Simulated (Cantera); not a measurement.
Input (Python, Cantera) and output of one run.

```python
import numpy as np
import cantera as ct

gas_names = """
    N NO NO2 NO3 N2 N2O O O2 O3 Zr ZrN ZrO ZrO2
""".split()
cond_names = """
    Zr(a) Zr(b) Zr(L) ZrN(s) ZrN(L) ZrO2(a) ZrO2(b) ZrO2(L)
""".split()


# ... load() reads the species with a 1 bar reference pressure and builds the phases ...
atoms = {
    'Zr': {'Zr': 1},
    'N2O': {'N': 2, 'O': 1},
    'N2': {'N': 2},
}
top_T = {}  # K; cautious upper limits of use, not melting points


# ... equilibrate(T, P, feed) seeds the gas with the atoms and calls Mixture.equilibrate('TP', solver="vcs", rtol=1e-11, max_steps=5000) ...
results = []
feed = {'Zr': 1, 'N2O': 0.36, 'N2': 13}  # mol
P = 101325  # Pa
for T in [1000, 1200, 1400, 1600, 1800, 2000, 2200]:
    mix = equilibrate(T, P, feed)
    results.append((T, P, feed, dict(zip(mix.species_names, mix.species_moles))))

top = {s: max(r[3][s] / sum(r[3][g] for g in gas_names) for r in results) for s in gas_names}
cols = sorted((s for s in top if top[s] > 1e-06), key=lambda s: -top[s])[:7]
seen = [c for c in cond_names if any(r[3].get(c, 0) > 1e-12 for r in results)]
print("log10 of partial pressures in bar; condensed amounts in mol")
print(f"{'T/K':>10s}" + "".join(f"{s[:9]:>10s}" for s in cols + seen))
for T, P, feed, n in results:
    ng = sum(n[g] for g in gas_names)
    print(f"{T:10.4g}" + "".join(f"{np.log10(max(n[s] / ng * P / 1e5, 1e-99)):10.3f}" for s in cols)
          + "".join(f"{n.get(c, 0):10.4g}" for c in seen))
```

It prints:

```
log10 of partial pressures in bar; condensed amounts in mol
       T/K        N2    ZrN(s)   ZrO2(a)   ZrO2(b)
      1000     0.006      0.82      0.18         0
      1200     0.006      0.82      0.18         0
      1400     0.006      0.82      0.18         0
      1600     0.006      0.82         0      0.18
      1800     0.006      0.82         0      0.18
      2000     0.006      0.82         0      0.18
      2200     0.006      0.82         0      0.18
```

Equilibrium computed with Cantera from the NASA thermochemical tables; the gas is ideal and each condensed phase is pure. Mutual solubility and eutectic melting of coexisting phases are not modelled. ZrN: taken at fixed stoichiometry. Condensed phases not in the tables: solid solutions among these carbides, nitrides and lower oxides.
